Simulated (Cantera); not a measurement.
An isothermal, constant-pressure homogeneous reactor starts with NH3 : H2 = 1 : 1.1 (molar parts), at 2423 K and 120 Torr.

Detailed kinetics in Cantera: the gas-phase N/H chemistry of the illustrative SiF4/NH3 mechanism in the Surface Chemkin manual (1991). Walls and surfaces, which speed up NH3 decomposition in real reactors, are not modelled.

One state of this run: x NH3 = 5.18e-7; x H2 = 0.802; x NH2 = 8.39e-8; x N2H2 = <1e-12; x NH = 7.93e-8; x N = 1.39e-7; x N2H4 = <1e-12. x: mole fraction; the columns are a selection and need not sum to one.

Which value of t (s) does it belong to?
A) 0.000855
B) 2.00e-5
C) 4.00
D) 0.000131

C, 4.00
